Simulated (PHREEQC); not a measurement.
Dissolve 0.11 mol NaHSO4 per kg of water at 20 °C. Closed to the air; pH follows from the charge balance.

Model: ion-association model, phreeqc.dat, run in PHREEQC.

No solid was allowed to form.

Q: Predict the pH, specific conductance, density.

A: pH 1.40; specific conductance 22000 µS/cm; density 1.008 g/cm³.

Q: In which forms is S present?

A: HSO4- 55 %, SO4-2 39 %, NaSO4- 5.9 % of the S.

Complexes and solids missing from the database can't appear.
